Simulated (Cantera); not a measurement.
Standard-state values (1 bar) from the NASA 1993 polynomials, evaluated with Cantera. Values are per mole of reaction as written; species without (g) are pure solids or liquids, kept so even where they would boil at 1 bar. ZrN: taken at fixed stoichiometry.

Problem. Between 1423 and 1923 K, where is each reaction favourable under standard conditions?
- 6 H2O(g) + 4 NO(g) + 5 Zr → 5 ZrO2 + 4 NH3(g)
- 2 ZrN + 6 OH(g) → 2 Zr + 2 NH3(g) + 3 O2(g)

Solution. 
- 6 H2O(g) + 4 NO(g) + 5 Zr → 5 ZrO2 + 4 NH3(g): ΔG° is -2986 kJ at 1423 K and -2455 kJ at 1923 K; it stays negative (K > 1). ΔH° is -4483 kJ and ΔS° -1055 J/K at 1923 K.
- 2 ZrN + 6 OH(g) → 2 Zr + 2 NH3(g) + 3 O2(g): ΔG° is 584 kJ at 1423 K and 655 kJ at 1923 K; it stays positive (K < 1). ΔH° is 381 kJ and ΔS° -143 J/K at 1923 K.
